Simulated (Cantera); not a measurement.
A perfectly stirred reactor is fed with H₂ : O₂ = 0.037 : 1 (molar parts), at 10.00 Torr; it is held at 950 K, and followed from long to short residence time.

Cantera simulation using the H2/O2 subset of GRI-Mech 3.0, which has no nitrogen chemistry; the numbers are that mechanism's predictions, not measurements. Radical loss at walls, strong at low pressure, is not modelled. The temperature is held fixed by assumption; the heat of reaction is taken as removed at once.

x: mole fraction; the columns are a selection and need not sum to one.

```json
[
 {"τ (s)": "5.1", "x H₂": "0.000218", "x O₂": "0.963", "x H": "___", "x O": "0.000356", "x H₂O": "0.0360"},
 {"τ (s)": "1.9", "x H₂": "0.000378", "x O₂": "0.963", "x H": "___", "x O": "0.000641", "x H₂O": "0.0358"},
 {"τ (s)": "0.70", "x H₂": "0.000654", "x O₂": "0.962", "x H": "___", "x O": "0.00113", "x H₂O": "0.0354"},
 {"τ (s)": "0.26", "x H₂": "0.00112", "x O₂": "0.961", "x H": "___", "x O": "0.00192", "x H₂O": "0.0347"},
 {"τ (s)": "0.096", "x H₂": "0.00195", "x O₂": "0.960", "x H": "___", "x O": "0.00314", "x H₂O": "0.0335"},
 {"τ (s)": "0.036", "x H₂": "0.00338", "x O₂": "0.958", "x H": "___", "x O": "0.00479", "x H₂O": "0.0312"},
 {"τ (s)": "0.013", "x H₂": "0.00609", "x O₂": "0.955", "x H": "___", "x O": "0.00656", "x H₂O": "0.0272"},
 {"τ (s)": "0.0049", "x H₂": "0.0110", "x O₂": "0.953", "x H": "___", "x O": "0.00720", "x H₂O": "0.0212"}
]
```

Q: Some entries are withheld; supply them.

A: 
- 5.1, x H: 2.02e-5
- 1.9, x H: 5.35e-5
- 0.70, x H: 0.000142
- 0.26, x H: 0.000365
- 0.096, x H: 0.000905
- 0.036, x H: 0.00204
- 0.013, x H: 0.00399
- 0.0049, x H: 0.00562
